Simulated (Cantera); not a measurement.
What does this Cantera script print?

```python
import numpy as np
import cantera as ct

surf = ct.Interface("ptcombust.yaml", "Pt_surf")
gas = surf.adjacent["gas"]
gas.TPX = 300, 2300, {'H2': 0.016, 'O2': 0.094, 'N2': 0.79}
jet = ct.ImpingingJet(gas=gas, width=0.037, surface=surf)
jet.inlet.mdot, jet.inlet.T, jet.inlet.X = 0.1, 300, {'H2': 0.016, 'O2': 0.094, 'N2': 0.79}
jet.set_refine_criteria(ratio=10, slope=0.2, curve=0.3)
show, cover = ['H2', 'O2', 'H2O', 'OH'], ["PT(S)", "H(S)", "O(S)", "OH(S)", "CO(S)", "C(S)"]

rows = []
print(f"{'Ts/K':>7s}" + "".join(f"{s:>11s}" for s in show + cover) + "   (gas at the wall, coverages)")
for i, Ts in enumerate([600, 650, 700, 750, 800, 850]):
    jet.surface.T = Ts
    if i == 0:
        surf.TP = Ts, 2300
        surf.coverages = "PT(S):0.5, O(S):0.5"
        surf.advance_coverages(1.0)
        jet.set_initial_guess(products="inlet")
    jet.solve(loglevel=0, auto=(i == 0))
    rows.append([*(jet.X[gas.species_index(s), -1] for s in show), *surf[cover].coverages])
    print(f"{Ts:7g}" + "".join(f"{x:11.3e}" for x in rows[-1]))
```

It prints:

```
   Ts/K         H2         O2        H2O         OH      PT(S)       H(S)       O(S)      OH(S)      CO(S)       C(S)   (gas at the wall, coverages)
    600  4.952e-03  9.061e-02  2.505e-02  1.427e-12  8.977e-02  1.236e-09  9.072e-01  3.064e-03 -1.636e-20 -6.696e-31
    650  4.923e-03  9.064e-02  2.493e-02  1.838e-11  9.456e-02  1.927e-09  9.034e-01  2.056e-03  4.483e-16  1.359e-26
    700  4.769e-03  9.052e-02  2.507e-02  1.610e-10  1.029e-01  3.320e-09  8.956e-01  1.481e-03  1.608e-16 -2.023e-28
    750  4.259e-03  9.001e-02  2.591e-02  1.011e-09  1.244e-01  6.774e-09  8.744e-01  1.183e-03  1.399e-16  1.574e-29
    800  3.487e-03  8.922e-02  2.725e-02  4.765e-09  1.663e-01  1.597e-08  8.326e-01  1.024e-03  4.390e-17  3.438e-26
    850  2.802e-03  8.853e-02  2.844e-02  1.796e-08  2.242e-01  3.730e-08  7.749e-01  9.067e-04  4.980e-18  9.211e-29
```

Detailed kinetics in Cantera: Deutschmann's 1995 Pt surface mechanism with GRI-Mech 3.0 gas chemistry. Catalytic surfaces can have several steady states; this one follows from the mechanism file's or the stated starting coverage.
